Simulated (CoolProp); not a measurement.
Vapour-liquid equilibrium of cyclohexane (1) + m-xylene (2) at 52.75 °C; x and y are mole fractions of (1).

Model: multi-fluid Helmholtz-energy mixture model, Zhou 2014 and Zhou 2012; pair parameters Bell 2016, in CoolProp.

Give the bubble pressure and the first vapour's composition at x = 0.05, 0.55, 0.75. Is there an azeotrope?

x = 0.05: 0.07211 bar, y = 0.374; x = 0.55: 0.2648 bar, y = 0.909; x = 0.75: 0.3244 bar, y = 0.953. No azeotrope shows between x = 0.05 and 0.95.

Pair parameters are fitted to limited data, so mixtures are less certain than the pure fluids.
